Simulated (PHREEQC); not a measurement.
A solution holds 0.0032 mol/kgw HNO3, 0.0015 mol/kgw CaCl2 and 0.0013 mol/kgw KCl, at 25 °C. Closed to the air; pH follows from the charge balance.

All values are PHREEQC results (ion-association model, phreeqc.dat), not measurements.

| quantity | before | after |
|---|---|---|
| pH | 2.53 | 3.51 |
| SI of Sylvite (KCl) | -6.24 | -8.18 |

Q: Which change was made?
A. diluted 10-fold with water
B. temperature from 25 to 15 °C
C. CaCl2 replaced by NaCl at the same molality
D. CaCl2 replaced by FeCl3 at the same molality

A: A, diluted 10-fold with water

No solid was allowed to form.
